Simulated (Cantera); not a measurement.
Cantera run, input and output.

```python
import numpy as np
import cantera as ct

gas = ct.Solution("SiF4_NH3_mec.yaml", "gas")
gas.TPX = 1973, 34000, {'NH3': 1, 'N2': 12}
reactor = ct.IdealGasConstPressureReactor(gas, energy="off", clone=False)
net = ct.ReactorNet([reactor])
net.rtol, net.atol = 1e-08, 1e-18
show = ['NH3', 'H', 'NH2', 'NH', 'H2']
times = np.geomspace(2e-05, 8, 9)

steps = ct.SolutionArray(gas, extra=["t"])
rows = []
print(f"{'t/s':>10s}{'T/K':>9s}{'P/Pa':>11s}" + "".join(f"{s:>11s}" for s in show))
for t in times:
    while net.time < t:
        t_next = net.step()
        steps.append(gas.state, t=t_next)
    rows.append([np.interp(t, steps.t, y) for y in (steps.T, steps.P, *steps(*show).X.T)])
    print(f"{t:10.3e}{rows[-1][0]:9.1f}{rows[-1][1]:11.4g}" + "".join(f"{x:11.3e}" for x in rows[-1][2:]))
rate = np.gradient(steps.T, steps.t)
print("integrator steps:", len(steps.t))
if steps.T.max() > steps.T[0] + 200:
    print(f"time of steepest temperature rise: {steps.t[rate.argmax()]:.4e} s")
gas.TPX = 1973, 34000, {'NH3': 1, 'N2': 12}
gas.equilibrate("TP")
print(f"equilibrium (TP): T = {gas.T:.1f} K  " + "  ".join(f"{s} {gas[s].X[0]:.3e}" for s in show))
```

Output:

```
       t/s      T/K       P/Pa        NH3          H        NH2         NH         H2
 2.000e-05   1973.0    3.4e+04  7.691e-02  3.617e-07  7.862e-06  1.812e-09  3.752e-06
 1.003e-04   1973.0    3.4e+04  7.688e-02  3.691e-07  4.069e-05  6.920e-08  2.040e-05
 5.030e-04   1973.0    3.4e+04  7.670e-02  6.636e-07  1.909e-04  1.312e-06  1.287e-04
 2.522e-03   1973.0    3.4e+04  7.559e-02  3.493e-06  3.461e-04  3.668e-06  1.516e-03
 1.265e-02   1973.0    3.4e+04  7.007e-02  1.361e-05  2.751e-04  5.322e-06  9.279e-03
 6.343e-02   1973.0    3.4e+04  4.829e-02  5.139e-05  1.775e-04  6.044e-06  3.968e-02
 3.181e-01   1973.0    3.4e+04  9.270e-03  1.838e-04  5.205e-05  3.397e-06  9.408e-02
 1.595e+00   1973.0    3.4e+04  3.769e-05  7.429e-04  7.561e-07  1.843e-07  1.067e-01
 8.000e+00   1973.0    3.4e+04  2.799e-06  7.609e-04  5.750e-08  1.437e-08  1.067e-01
integrator steps: 1826
equilibrium (TP): T = 1973.0 K  NH3 2.346e-07  H 7.609e-04  NH2 4.820e-09  NH 1.205e-09  H2 1.067e-01
```

Detailed kinetics in Cantera: the gas-phase N/H chemistry of the illustrative SiF4/NH3 mechanism in the Surface Chemkin manual (1991). Walls and surfaces, which speed up NH3 decomposition in real reactors, are not modelled.
